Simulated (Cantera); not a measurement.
A perfectly stirred reactor is fed with NH₃ : N₂ = 1 : 0.86 (molar parts), at 518 Torr; it is held at 1475 K, and followed from long to short residence time.

Model: the gas-phase N/H chemistry of the illustrative SiF4/NH3 mechanism in the Surface Chemkin manual (1991), integrated in Cantera. Walls and surfaces, which speed up NH3 decomposition in real reactors, are not modelled.

Problem. What does this change do: N2 0.86 to 5.1 parts?

Solution. 
```json
[
 {"quantity": "x(NH₃) at τ = 16.0 s", "before": "0.437", "after": "0.135"},
 {"quantity": "x(NH) at τ = 16.0 s", "before": "5.69e-8", "after": "5.96e-8"},
 {"quantity": "x(N₂H₂) at τ = 16.0 s", "before": "1.09e-7", "after": "3.61e-8"},
 {"quantity": "x(H) at τ = 16.0 s", "before": "2.43e-6", "after": "1.75e-6"},
 {"quantity": "x(NH₂) at τ = 16.0 s", "before": "2.34e-5", "after": "1.35e-5"},
 {"quantity": "x(NH₃) at τ = 0.170 s", "before": "0.536", "after": "0.163"},
 {"quantity": "x(NH) at τ = 0.170 s", "before": "4.74e-8", "after": "4.35e-8"},
 {"quantity": "x(N₂H₂) at τ = 0.170 s", "before": "1.79e-7", "after": "6.00e-8"},
 {"quantity": "x(H) at τ = 0.170 s", "before": "4.41e-8", "after": "3.82e-8"},
 {"quantity": "x(NH₂) at τ = 0.170 s", "before": "2.99e-5", "after": "1.85e-5"}
]
```

Problem. What does this change do: N2 0.86 to 0.11 parts?

Solution. 
```tsv
quantity	before	after
x(NH₃) at τ = 16.0 s	0.437	0.718
x(NH) at τ = 16.0 s	5.69e-8	5.42e-8
x(N₂H₂) at τ = 16.0 s	1.09e-7	1.90e-7
x(H) at τ = 16.0 s	2.43e-6	2.72e-6
x(NH₂) at τ = 16.0 s	2.34e-5	2.92e-5
x(NH₃) at τ = 0.170 s	0.536	0.898
x(NH) at τ = 0.170 s	4.74e-8	4.68e-8
x(N₂H₂) at τ = 0.170 s	1.79e-7	3.29e-7
x(H) at τ = 0.170 s	4.41e-8	4.57e-8
x(NH₂) at τ = 0.170 s	2.99e-5	3.64e-5
```
